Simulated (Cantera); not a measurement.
Input: 1 mol CuO, 2.6 mol CH4, 7.2 mol N2, held at 1177 °C and 6.80 bar.

Method: chemical equilibrium by Gibbs-energy minimisation in Cantera with the NASA 1993 tables (ideal gas, pure condensed phases). Candidate condensed phases: C, C6H6, C7H8, C8H18, Cu, CuO, Cu(OH)2, Cu2O, H2O; 139 gas species. Rates play no part.

Base state: N2 0.539, H2 0.382, CO 0.0744, CH4 0.00328, H2O 0.000482, HCN 0.000333, NH3 8.54e-5, CO2 3.94e-5 (mole fractions); condensed: C(graphite) + Cu(l).

**Question.** What changes in the equilibrium state with this change: CuO replaced by PbO?

**Answer.** 
```csv
species,before,after
N2,0.539,0.538
H2,0.382,0.381
CO,0.0744,0.0742
Pb,0,0.00219
CO2,3.94e-5,3.93e-5
H2O,0.000482,0.000480
NH3,8.54e-5,8.50e-5
"C(graphite), mol",1.56,1.56
"Cu(l), mol",1.000,0
"Pb(l), mol",0,0.971
```
Further candidate phases: Pb, PbO, PbO2, Pb3O4.

**Question.** What changes in the equilibrium state with this change: temperature from 1177 °C to 2375 °C?

**Answer.** 
| species | before | after |
|---|---|---|
| N2 | 0.539 | 0.480 |
| H2 | 0.382 | 0.329 |
| CO | 0.0744 | 0.0699 |
| Cu | 5.06e-7 | 0.0572 |
| H | 2.24e-6 | 0.0102 |
| HCN | 0.000333 | 0.0399 |
| Cu2 | <1e-9 | 0.00117 |
| CN | <1e-9 | 8.74e-5 |
| C2N2 | <1e-9 | 8.62e-5 |
| C4H2 | <1e-9 | 5.18e-5 |
| C2H | <1e-9 | 1.92e-5 |
| C(graphite), mol | 1.56 | 0.757 |
| Cu(l), mol | 1.000 | 0.148 |
